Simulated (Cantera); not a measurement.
An isothermal plug-flow reactor at 1275 K and 173 Torr (inlet), inlet velocity 2.5 m/s, active area per volume 160 1/m; feed 0.252 % CH4, 1.26 % O2, 90.5 % N2, 8.02 % H2O.

Detailed kinetics in Cantera: Deutschmann's 1995 Pt surface mechanism with GRI-Mech 3.0 gas chemistry. Catalytic surfaces can have several steady states; this one follows from the mechanism file's or the stated starting coverage. Mass transfer to the wall is taken as infinitely fast.

Predict: x(CH4) at z = 0.015 m; x(O2) at z = 0.015 m; x(H2O) at z = 0.015 m; x(CO2) at z = 0.015 m; x(CO) at z = 0.015 m; θ(free Pt) at the exit; θ(O*) at the exit; θ(OH*) at the exit.

x(CH4) at z = 0.015 m: 0.000394
x(O2) at z = 0.015 m: 0.00858
x(H2O) at z = 0.015 m: 0.0842
x(CO2) at z = 0.015 m: 0.00197
x(CO) at z = 0.015 m: 2.06e-6
θ(free Pt) at the exit: 0.770
θ(O*) at the exit: 0.229
θ(OH*) at the exit: 0.00122
